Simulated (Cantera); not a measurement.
**NO annealing gas**

An isothermal, constant-pressure homogeneous reactor starts with NO : N2 = 1 : 7.4 (molar parts), at 1825 K and 0.570 bar.

Detailed kinetics in Cantera: GRI-Mech 3.0 (53 species, 325 reactions).

```
t (s)        x NO      x O   x N2     x NO2    x N2O      x O2
--------  -------  -------  -----  --------  -------  --------
1.00e-6     0.119  2.33e-9  0.881  5.26e-12  2.33e-9    <1e-12
4.05e-6     0.119  9.38e-9  0.881  8.55e-11  9.45e-9    <1e-12
1.64e-5     0.119  3.71e-8  0.881   1.38e-9  3.82e-8  1.26e-11
6.66e-5     0.119  1.37e-7  0.881   2.04e-8  1.53e-7  1.95e-10
0.000270    0.119  4.22e-7  0.881   2.39e-7  5.98e-7   2.73e-9
0.00110     0.119  1.24e-6  0.881   1.76e-6  2.08e-6   4.28e-8
0.00444     0.119  4.62e-6  0.881   9.16e-6  4.95e-6   1.42e-6
0.0180      0.119  8.31e-6  0.881   1.77e-5  6.01e-6   3.03e-5
0.0730      0.119  8.72e-6  0.881   1.86e-5  5.98e-6  0.000176
0.296       0.117  1.00e-5  0.882   2.14e-5  5.85e-6  0.000768
1.20        0.113  1.41e-5  0.884   2.94e-5  5.37e-6   0.00315
4.87       0.0948  2.38e-5  0.893   4.24e-5  3.80e-6    0.0121
19.7       0.0495  3.86e-5  0.916   3.63e-5  1.09e-6    0.0347
80.0      0.00845  4.82e-5  0.936   7.79e-6  1.46e-7    0.0553
```
x: mole fraction; the columns are a selection and need not sum to one.

Equilibrium at this temperature and pressure: NO 0.00261, O 4.94e-5, N2 0.939, NO2 2.47e-6, N2O 1.23e-7, O2 0.0582 (gas phase only).
